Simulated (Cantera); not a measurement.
A perfectly stirred reactor is fed with 3.19 % CH₄, 96.8 % H₂, at 0.200 bar; it is held at 2100 K, and followed from long to short residence time.

Detailed kinetics in Cantera: GRI-Mech 3.0 (53 species, 325 reactions). GRI-Mech 3.0 stops at C3 and has no aromatics, soot or wall deposition, so with more carbon than oxygen in the feed, carbon stays in small species such as C2H2 where larger ones or solid carbon would form.

x: mole fraction; the columns are a selection and need not sum to one.

| τ (s) | x CH₄ | x H₂ | x C₂H₂ | x H | x C₂H | x C₂H₆ | x C₂H₄ |
|---|---|---|---|---|---|---|---|
| 2.3 | 0.000588 | 0.977 | 0.0151 | 0.00689 | 2.74e-6 | 4.96e-9 | 1.17e-5 |
| 0.74 | 0.000997 | 0.977 | 0.0149 | 0.00684 | 2.68e-6 | 1.37e-8 | 1.18e-5 |
| 0.24 | 0.00174 | 0.977 | 0.0145 | 0.00673 | 2.57e-6 | 4.06e-8 | 1.22e-5 |
| 0.080 | ? | 0.976 | 0.0138 | 0.00657 | 2.39e-6 | ? | ? |
| 0.026 | ? | 0.975 | ? | 0.00631 | ? | ? | ? |
| 0.0086 | 0.00909 | 0.973 | 0.0105 | 0.00594 | 1.65e-6 | 9.58e-7 | 3.17e-5 |
| 0.0028 | 0.0149 | 0.971 | 0.00736 | 0.00543 | 1.06e-6 | 2.30e-6 | 6.10e-5 |
| 0.00092 | 0.0219 | 0.968 | 0.00372 | 0.00468 | 4.65e-7 | 4.12e-6 | 0.000100 |

Question: What belongs in the gaps?

Answer: 
- 0.080, x CH₄: 0.00302
- 0.080, x C₂H₆: 1.19e-7
- 0.080, x C₂H₄: 1.37e-5
- 0.026, x CH₄: 0.00531
- 0.026, x C₂H₂: 0.0125
- 0.026, x C₂H: 2.09e-6
- 0.026, x C₂H₆: 3.50e-7
- 0.026, x C₂H₄: 1.86e-5
